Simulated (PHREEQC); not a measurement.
# Leach liquor: speciation

Make-up at 60 °C: 0.042 mol HCl and 7.4e-05 mol Al2(SO4)3 per kg of water. Closed to the air; pH follows from the charge balance.

Equilibrium calculation in PHREEQC: ion-association model, phreeqc.dat.

```yaml
pH: 1.45
ionic_strength: 0.0427 mol/kgw
specific_conductance: 29700 µS/cm
total_alkalinity: -42.0 meq/kg
```

| species | molality | activity | log γ |
|---|---|---|---|
| Cl- | 0.0420 | 0.0342 | -0.089 |
| H+ | 0.0418 | 0.0356 | -0.070 |
| HSO4- | 0.000179 | 0.000147 | -0.087 |
| Al+3 | 0.000144 | 3.41e-5 | -0.626 |
| SO4-2 | 3.91e-5 | 1.80e-5 | -0.337 |
| AlSO4+ | 3.56e-6 | 2.92e-6 | -0.086 |
| AlOH+2 | 1.69e-7 | 7.94e-8 | -0.329 |
| AlHSO4+2 | 3.21e-8 | 1.45e-8 | -0.346 |
| Al(SO4)2- | 2.34e-9 | 1.92e-9 | -0.086 |

This is a speciation only: nothing precipitates in the calculation. At this temperature some constants are extrapolated from 25 °C, and those without enthalpy data are left unchanged.
